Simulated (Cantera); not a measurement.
An isothermal, constant-pressure homogeneous reactor starts with N2O : N2 = 1 : 0.51 (molar parts), at 1050 K and 0.987 atm.

Computed with Cantera and GRI-Mech 3.0 (53 species, 325 reactions). GRI-Mech 3.0 was tuned for natural gas; its chemistry of N2O as a main component is partial and can be far from experiment. The mechanism lacks the step 2 NO + O2 → 2 NO2, which can matter for NO2 below about 1400 K. The temperature is held fixed by assumption; the heat of reaction is taken as removed at once.

x: mole fraction; the columns are a selection and need not sum to one.

```csv
t (s),x N2O,x NO,x O,x O2,x NO2,x N2
2.00e-5,0.662,6.73e-9,8.35e-8,6.01e-8,<1e-12,0.338
0.000120,0.662,8.11e-8,1.17e-7,7.24e-7,<1e-12,0.338
0.000719,0.662,5.48e-7,1.17e-7,4.89e-6,1.71e-11,0.338
0.00431,0.662,…,1.17e-7,…,6.36e-10,0.338
0.0258,0.662,2.01e-5,1.17e-7,0.000180,2.20e-8,0.338
0.155,0.659,0.000120,1.16e-7,0.00107,6.24e-7,0.340
0.928,0.644,0.000697,1.15e-7,0.00633,8.68e-6,0.349
5.57,0.566,0.00370,1.06e-7,0.0344,5.47e-5,0.396
33.4,…,…,…,…,…,…
200,0.0257,0.0175,9.91e-9,0.230,0.000286,0.726
```

Problem. Complete the blanks.

Solution. 
- 0.00431, x NO: 3.34e-6
- 0.00431, x O2: 2.99e-5
- 33.4, x N2O: 0.297
- 33.4, x NO: 0.0127
- 33.4, x O: 6.93e-8
- 33.4, x O2: 0.131
- 33.4, x NO2: 0.000193
- 33.4, x N2: 0.560
